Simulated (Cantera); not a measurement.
Feed: 1 mol SiCl4, a varied amount of H2, equilibrated at 1198.15 K and 10.0 mbar.

Cantera equilibrium calculation (NASA polynomials, part measured and part estimated; ideal gas, pure solids and liquids). Candidate condensed phases: Si; 19 gas species. Kinetics and transport are ignored.

Question: Which condensed phases are stable at each of these points (n(H2) (mol)): 5.2, 9.4, 17, 30, 55, 98, 180, 320, 570?

Answer: 
```
n(H2) (mol)  condensed phases  Si condensed (%)
-----------  ----------------  ----------------
5.2                  gas only               0.0
9.4                     Si(s)               5.8
17                      Si(s)              16.8
30                      Si(s)              31.7
55                      Si(s)              50.5
98                      Si(s)              67.4
180                     Si(s)              80.7
320                     Si(s)              88.7
570                     Si(s)              93.5
```

At 5.2 mol H2 nothing is condensed. From 9.4 mol H2 to 570 mol H2 the condensed part is Si(s).
